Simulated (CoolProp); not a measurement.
Computed with CoolProp (reference Helmholtz-energy equation of state, Lemmon 2006). It is a short technical equation, of lower accuracy than the large ones.

Problem. Give the vapour pressure (kPa), liquid density (kg/m³), liquid cp (kJ/(kg K)), surface tension (mN/m) of saturated hydrogen sulfide at 316.7 K.

Solution. 
| T (K) | p (kPa) | liquid density (kg/m³) | liquid cp (kJ/(kg K)) | surface tension (mN/m) |
|---|---|---|---|---|
| 316.7 | 3100 | 725 | 2.46 | 8.03 |

Surface tension comes from a separate correlation (Mulero 2012).
